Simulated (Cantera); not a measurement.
Input: 1 mol C2H5OH, 0.078 mol CO2, 0.44 mol H2, at 452 °C and 1.00 bar.

Equilibrium computed with Cantera from the NASA thermochemical tables; the gas is ideal and each condensed phase is pure. Candidate condensed phases: C, C6H6, C7H8, C8H18, H2O; 110 gas species. Rates play no part.

What is the equilibrium state?


```
Item                Value
--------------  ---------
x(CH4)              0.357
x(H2O)              0.316
x(H2)               0.264
x(CO2)             0.0563
x(CO)             0.00624
x(C2H6)           3.20e-6
n(C(graphite))  0.963 mol
gas amount      2.657 mol
```
